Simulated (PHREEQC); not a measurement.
Dissolve 0.0031 mol KHCO3, 0.00016 mol NaF and 0.01 mol KCl per kg of water at 20 °C. Closed to the air; pH follows from the charge balance.

Equilibrium calculation in PHREEQC: ion-association model, wateq4f.dat.

Each row changes one thing in this solution. This is a speciation only: nothing precipitates in the calculation.

```
case                                    pH  ionic strength (mol/kgw)  CO2 (mol/kgw)  CO3-2 (mol/kgw)  NaHCO3 (mol/kgw)  NaCO3- (mol/kgw)  SI of Nahcolite (NaHCO3)  SI of Natron (Na2CO3:10H2O)
------------------------------------  ----  ------------------------  -------------  ---------------  ----------------  ----------------  ------------------------  ---------------------------
as made                               8.27                    0.0133        3.48e-5          3.34e-5           2.17e-7           4.90e-8                     -5.82                       -10.86
KCl left out                          8.32                   0.00329        3.33e-5          3.17e-5           2.41e-7           5.72e-8                     -5.77                       -10.74
KCl from 0.01 to 0.011 mol/kgw        8.27                    0.0143        3.50e-5          3.35e-5           2.15e-7           4.85e-8                     -5.82                       -10.86
KHCO3 from 0.0031 to 0.00279 mol/kgw  8.27                    0.0130        3.14e-5          2.99e-5           1.95e-7           4.42e-8                     -5.86                       -10.90
diluted 5-fold with water             8.29                   0.00266        7.18e-6          5.81e-6           9.77e-9           2.14e-9                     -7.17                       -12.86
temperature from 20 to 60 °C          8.05                    0.0133        4.67e-5          3.47e-5           2.12e-7           3.08e-7                     -6.16                       -12.27
KCl from 0.01 to 0.015 mol/kgw        8.26                    0.0183        3.53e-5          3.39e-5           2.09e-7           4.67e-8                     -5.83                       -10.89
0.016 mol/kgw FeCl2 added             7.24                    0.0577       0.000187          2.14e-6           9.79e-8           2.24e-9                     -6.16                       -12.28
```

Some of these states are supersaturated (in Siderite, for instance). Away from 25 °C the constants follow the database's enthalpies or fits; those with neither stay at their 25 °C values. Fluoro complexes past AlF4- and FeF3 are missing from the database.
